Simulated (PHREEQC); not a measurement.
A solution holds 0.0098 mol/kgw FeSO4, 0.0016 mol/kgw CuCl2, 0.0003 mol/kgw H2SO4 and 9e-05 mol/kgw Na2SO4, at 25 °C. Closed to the air; pH follows from the charge balance.

Model: ion-association model, phreeqc.dat, run in PHREEQC.

Precipitation was switched off in this run.

Q: What pH, ionic strength does the model give?

A: pH 3.42; ionic strength 0.0330 mol/kgw.

Q: In which forms is S present?

A: SO4-2 69 %, FeSO4 25 %, CuSO4 4.4 %, HSO4- 1.6 % of the S.
